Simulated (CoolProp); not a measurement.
Saturation properties of n-pentane.

Computed with CoolProp (reference Helmholtz-energy equation of state, Thol 2019).

| T (°C) | p (MPa) | liquid cp (kJ/(kg K)) | liquid viscosity (µPa s) |
|---|---|---|---|
| -14.35 | 0.01219 | 2.155 | 267 |
| -12.45 | 0.01344 | ___ | 262 |
| -10.55 | 0.01479 | 2.169 | 257 |
| -8.65 | 0.01625 | 2.176 | ___ |
| -6.85 | 0.01773 | 2.183 | ___ |
| -4.95 | 0.01942 | ___ | 243 |
| -3.05 | 0.02125 | 2.198 | 239 |
| -1.15 | 0.02320 | 2.205 | 234 |
| 0.65 | 0.02519 | 2.212 | ___ |
| 2.55 | 0.02743 | 2.220 | 225 |
| 4.45 | 0.02983 | 2.228 | 221 |
| 6.35 | 0.03241 | 2.235 | 217 |
| 8.15 | 0.03500 | 2.243 | 213 |
| 10.05 | 0.03792 | ___ | 209 |
| 11.95 | 0.04103 | 2.259 | 205 |

Question: What belongs in the gaps?

Answer: 
- -12.45, liquid cp (kJ/(kg K)): 2.162
- -8.65, liquid viscosity (µPa s): 252
- -6.85, liquid viscosity (µPa s): 248
- -4.95, liquid cp (kJ/(kg K)): 2.190
- 0.65, liquid viscosity (µPa s): 230
- 10.05, liquid cp (kJ/(kg K)): 2.251

It boils at 36.1 °C under 1 atm.

Viscosity comes from a separate model (Quiñones-Cisneros 2006), older than the equation that it now runs on, and unchecked against measurements.
